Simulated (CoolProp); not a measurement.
1000 sccm (0 °C, 1 atm) of nitrogen bubbles through liquid methanol at 305.1 K and leaves saturated at a total pressure of 0.136 MPa (ideal gas phase). Each further row changes one setting.

Model: reference Helmholtz-energy equation of state, de Reuck 1993, in CoolProp.

```json
[
 {"case": "as stated", "vapour pressure (kPa)": "24.1", "mole fraction of vapour": "?", "delivery (mg/min)": "309", "delivery (sccm)": "216", "change of delivery for a bath 1 K warmer (%)": "?"},
 {"case": "bath temperature 310.1 K", "vapour pressure (kPa)": "?", "mole fraction of vapour": "0.226", "delivery (mg/min)": "418", "delivery (sccm)": "292", "change of delivery for a bath 1 K warmer (%)": "6.4"},
 {"case": "total pressure 0.272 MPa", "vapour pressure (kPa)": "24.1", "mole fraction of vapour": "0.0888", "delivery (mg/min)": "139", "delivery (sccm)": "97.4", "change of delivery for a bath 1 K warmer (%)": "5.6"}
]
```

Problem. Complete the blanks.

Solution. 
- as stated, mole fraction of vapour: 0.178
- as stated, change of delivery for a bath 1 K warmer (%): 6.2
- bath temperature 310.1 K, vapour pressure (kPa): 30.8
